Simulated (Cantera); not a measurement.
# Low-pressure radical oxidation in H2/O2

An isothermal, constant-pressure homogeneous reactor starts with H₂ : O₂ = 0.32 : 1 (molar parts), equivalence ratio 0.16, at 1175 K and 0.0267 bar.

Cantera simulation using GRI-Mech 3.0 (53 species, 325 reactions); the numbers are that mechanism's predictions, not measurements. Radical loss at walls, strong at low pressure, is not modelled. The temperature is held fixed by assumption; the heat of reaction is taken as removed at once.

```json
[
 {"t (s)": "0.000600", "x H₂": "0.168", "x O₂": "0.719", "x H": "0.0347", "x O": "0.0174", "x H₂O": "0.0531", "x OH": "0.00835", "x H₂O₂": "5.89e-7"},
 {"t (s)": "0.00163", "x H₂": "0.0107", "x O₂": "0.659", "x H": "0.0562", "x O": "0.0538", "x H₂O": "0.211", "x OH": "0.00950", "x H₂O₂": "8.04e-7"},
 {"t (s)": "0.00445", "x H₂": "0.00390", "x O₂": "0.704", "x H": "0.0103", "x O": "0.0174", "x H₂O": "0.258", "x OH": "0.00575", "x H₂O₂": "1.10e-6"},
 {"t (s)": "0.0121", "x H₂": "0.000503", "x O₂": "0.721", "x H": "0.000431", "x O": "0.00216", "x H₂O": "0.274", "x OH": "0.00199", "x H₂O₂": "7.80e-7"},
 {"t (s)": "0.0330", "x H₂": "5.54e-5", "x O₂": "0.724", "x H": "1.63e-5", "x O": "0.000244", "x H₂O": "0.275", "x OH": "0.000670", "x H₂O₂": "3.09e-7"},
 {"t (s)": "0.0899", "x H₂": "8.80e-6", "x O₂": "0.724", "x H": "1.12e-6", "x O": "4.10e-5", "x H₂O": "0.276", "x OH": "0.000276", "x H₂O₂": "1.12e-7"},
 {"t (s)": "0.245", "x H₂": "1.95e-6", "x O₂": "0.724", "x H": "1.25e-7", "x O": "9.51e-6", "x H₂O": "0.276", "x OH": "0.000133", "x H₂O₂": "4.18e-8"},
 {"t (s)": "0.667", "x H₂": "5.31e-7", "x O₂": "0.724", "x H": "1.86e-8", "x O": "2.67e-6", "x H₂O": "0.276", "x OH": "7.03e-5", "x H₂O₂": "1.58e-8"},
 {"t (s)": "1.82", "x H₂": "1.64e-7", "x O₂": "0.724", "x H": "3.27e-9", "x O": "8.40e-7", "x H₂O": "0.276", "x OH": "3.94e-5", "x H₂O₂": "6.00e-9"},
 {"t (s)": "4.95", "x H₂": "5.57e-8", "x O₂": "0.724", "x H": "6.59e-10", "x O": "2.89e-7", "x H₂O": "0.276", "x OH": "2.31e-5", "x H₂O₂": "2.33e-9"},
 {"t (s)": "13.5", "x H₂": "2.28e-8", "x O₂": "0.724", "x H": "1.74e-10", "x O": "1.18e-7", "x H₂O": "0.276", "x OH": "1.48e-5", "x H₂O₂": "1.05e-9"},
 {"t (s)": "36.7", "x H₂": "1.53e-8", "x O₂": "0.724", "x H": "9.62e-11", "x O": "7.88e-8", "x H₂O": "0.276", "x OH": "1.21e-5", "x H₂O₂": "7.48e-10"},
 {"t (s)": "100", "x H₂": "1.49e-8", "x O₂": "0.724", "x H": "9.24e-11", "x O": "7.66e-8", "x H₂O": "0.276", "x OH": "1.19e-5", "x H₂O₂": "7.31e-10"}
]
```
x: mole fraction; the columns are a selection and need not sum to one.

Equilibrium at this temperature and pressure: H₂ 1.49e-8, O₂ 0.724, H 9.24e-11, O 7.66e-8, H₂O 0.276, OH 1.19e-5, H₂O₂ 7.31e-10 (gas phase only).
